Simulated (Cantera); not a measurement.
A perfectly stirred reactor is fed with H₂ : O₂ : N₂ = 1 : 0.926 : 3.48 (molar parts), at 0.296 atm; it is adiabatic with a 400 K inlet, and is followed from long to short residence time, starting on the burning branch (τ in s: 0.25, 0.13, 0.067, 0.035, 0.018, 0.0092, 0.0047, 0.0024, 0.0013, 0.00064, 0.00033, 0.00017, 8.8e-05).

Cantera simulation using the H2/O2 subset of GRI-Mech 3.0, which has no nitrogen chemistry; the numbers are that mechanism's predictions, not measurements.

x: mole fraction; the columns are a selection and need not sum to one.

```json
[
 {"τ (s)": "0.25", "T (K)": "1796", "x H₂": "0.000483", "x O₂": "0.0861", "x H": "9.53e-5", "x H₂O": "0.202", "x OH": "0.00271", "x H₂O₂": "7.09e-8"},
 {"τ (s)": "0.13", "T (K)": "1789", "x H₂": "0.000737", "x O₂": "0.0859", "x H": "0.000181", "x H₂O": "0.201", "x OH": "0.00332", "x H₂O₂": "9.13e-8"},
 {"τ (s)": "0.067", "T (K)": "1780", "x H₂": "0.00113", "x O₂": "0.0858", "x H": "0.000349", "x H₂O": "0.200", "x OH": "0.00405", "x H₂O₂": "1.19e-7"},
 {"τ (s)": "0.035", "T (K)": "1766", "x H₂": "0.00171", "x O₂": "0.0856", "x H": "0.000659", "x H₂O": "0.199", "x OH": "0.00487", "x H₂O₂": "1.55e-7"},
 {"τ (s)": "0.018", "T (K)": "1746", "x H₂": "0.00257", "x O₂": "0.0854", "x H": "0.00124", "x H₂O": "0.197", "x OH": "0.00579", "x H₂O₂": "2.06e-7"},
 {"τ (s)": "0.0092", "T (K)": "1716", "x H₂": "___", "x O₂": "0.0853", "x H": "___", "x H₂O": "0.194", "x OH": "___", "x H₂O₂": "___"},
 {"τ (s)": "0.0047", "T (K)": "1675", "x H₂": "0.00545", "x O₂": "0.0854", "x H": "0.00414", "x H₂O": "0.190", "x OH": "0.00749", "x H₂O₂": "3.95e-7"},
 {"τ (s)": "0.0024", "T (K)": "1619", "x H₂": "0.00753", "x O₂": "0.0857", "x H": "0.00710", "x H₂O": "0.186", "x OH": "0.00795", "x H₂O₂": "5.87e-7"},
 {"τ (s)": "0.0013", "T (K)": "1553", "x H₂": "___", "x O₂": "0.0865", "x H": "___", "x H₂O": "0.181", "x OH": "0.00794", "x H₂O₂": "___"},
 {"τ (s)": "0.00064", "T (K)": "1459", "x H₂": "0.0131", "x O₂": "0.0883", "x H": "0.0172", "x H₂O": "0.173", "x OH": "0.00734", "x H₂O₂": "1.47e-6"},
 {"τ (s)": "0.00033", "T (K)": "1356", "x H₂": "0.0181", "x O₂": "0.0918", "x H": "0.0240", "x H₂O": "0.164", "x OH": "0.00627", "x H₂O₂": "2.25e-6"},
 {"τ (s)": "0.00017", "T (K)": "1226", "x H₂": "0.0310", "x O₂": "0.1000", "x H": "0.0294", "x H₂O": "0.147", "x OH": "0.00470", "x H₂O₂": "2.98e-6"},
 {"τ (s)": "8.8e-5", "T (K)": "400", "x H₂": "0.185", "x O₂": "0.171", "x H": "<1e-12", "x H₂O": "<1e-12", "x OH": "<1e-12", "x H₂O₂": "<1e-12"}
]
```

Question: Some entries are withheld; supply them.

Answer: 
- 0.0092, x H₂: 0.00380
- 0.0092, x H: 0.00231
- 0.0092, x OH: 0.00671
- 0.0092, x H₂O₂: 2.80e-7
- 0.0013, x H₂: 0.00981
- 0.0013, x H: 0.0111
- 0.0013, x H₂O₂: 8.85e-7
